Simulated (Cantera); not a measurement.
A closed system holds: 1 mol BCl₃, 5.2 mol H₂O, equilibrated at 1.33 mbar.

Cantera equilibrium calculation (NASA polynomials, part measured and part estimated; ideal gas, pure solids and liquids). Candidate condensed phases: B, B₂O₃, B₃O₃H₃, H₂O; 33 gas species. The tables' values for BOCl are old estimates; treat these amounts as uncertain. Kinetics and transport are ignored.

Q: At 1850 K, list the 5 most abundant gas species with their mole fractions, and the condensed phases.

A: H₂O 0.431, HCl 0.378, HBO₂ 0.128, Cl 0.0294, H₂ 0.0207. Condensed: gas only.
